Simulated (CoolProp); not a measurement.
Neopentane along the isotherm 276.85 °C: density (kg/m³) from the reference equation and from simpler models built on Tc = 160.6 °C, pc = 3196 kPa, ω = 0.196; each cubic takes its own stable root.

Model: reference Helmholtz-energy equation of state, Lemmon 2006, in CoolProp. It is a short technical equation, of lower accuracy than the large ones.

| p (kPa) | phase | reference |
|---|---|---|
| 369 | gas | 5.927 |
| 738 | gas | 12.08 |
| 1110 | gas | 18.52 |
| 1480 | gas | 25.18 |
| 1840 | gas | 31.92 |
| 2210 | gas | 39.15 |
| 2580 | gas | 46.68 |
| 2950 | gas | 54.55 |
| 3320 | supercritical | 62.77 |
| 3690 | supercritical | 71.36 |
| 4060 | supercritical | 80.32 |
| 4430 | supercritical | 89.67 |
| 4790 | supercritical | 99.13 |

### Question
How far does each simpler model (ideal gas, Redlich-Kwong, Soave-Redlich-Kwong, Peng-Robinson) lie from the reference over these 13 states: mean and median of the absolute difference, and the worst?

### Answer
- ideal gas: mean 12.8 %, median 12.8 %, worst -23.8 % at 276.85 °C and 4790 kPa
- Redlich-Kwong: mean 1.4 %, median 1.3 %, worst +2.9 % at 276.85 °C and 4790 kPa
- Soave-Redlich-Kwong: mean 1.2 %, median 1.0 %, worst -2.9 % at 276.85 °C and 4790 kPa
- Peng-Robinson: mean 1.2 %, median 1.3 %, worst +1.6 % at 276.85 °C and 3690 kPa
